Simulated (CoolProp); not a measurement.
Vapour-liquid equilibrium of R22 (1) + acetone (2) at 4.92 bar; x and y are mole fractions of (1).

The numbers come from the multi-fluid Helmholtz-energy mixture model, Kamei 1995 and Lemmon 2006; pair parameters Bell 2016 in CoolProp.

```
x     bubble temperature (°C)  y at the bubble point  dew temperature at overall composition x (°C)  liquid density (mol/L)
----  -----------------------  ---------------------  ---------------------------------------------  ----------------------
0.05                     95.4                      ?                                          109.0                   12.07
0.2                      68.7                  0.712                                          102.2                   12.79
0.35                     52.3                  0.855                                           94.4                   13.33
0.5                      37.4                  0.936                                           85.3                   13.86
0.65                     23.0                  0.978                                           74.2                   14.36
0.8                      10.5                  0.995                                           59.4                   14.77
0.95                      1.6                      ?                                           33.6                       ?
```

Some entries are withheld; supply them.


- 0.05, y at the bubble point: 0.332
- 0.95, y at the bubble point: 1.000
- 0.95, liquid density (mol/L): 14.90

No azeotrope shows between x = 0.05 and 0.95.

The pair parameters rest on a limited set of measurements; away from them the model extrapolates. With so large a gap from Raoult's law the liquid may split in two, which this calculation doesn't test in full.
